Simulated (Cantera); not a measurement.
A perfectly stirred reactor is fed with NO : N2 = 2.1 : 4.5 (molar parts), at 0.306 atm; it is held at 2075 K, and followed from long to short residence time.

Cantera simulation using GRI-Mech 3.0 (53 species, 325 reactions); the numbers are that mechanism's predictions, not measurements.

**Question.** Predict: x(NO) at τ = 24.0 s; x(N2O) at τ = 24.0 s; x(O) at τ = 24.0 s; x(O2) at τ = 24.0 s; x(N2) at τ = 24.0 s; x(NO) at τ = 0.110 s; x(N2O) at τ = 0.110 s; x(O) at τ = 0.110 s; x(O2) at τ = 0.110 s; x(N2) at τ = 0.110 s.

**Answer.** 
```json
{
 "x(NO) at τ = 24.0 s": "0.0240",
 "x(N2O) at τ = 24.0 s": "4.60e-7",
 "x(O) at τ = 24.0 s": "0.000808",
 "x(O2) at τ = 24.0 s": "0.147",
 "x(N2) at τ = 24.0 s": "0.829",
 "x(NO) at τ = 0.110 s": "0.295",
 "x(N2O) at τ = 0.110 s": "3.95e-5",
 "x(O) at τ = 0.110 s": "0.000286",
 "x(O2) at τ = 0.110 s": "0.0115",
 "x(N2) at τ = 0.110 s": "0.693"
}
```
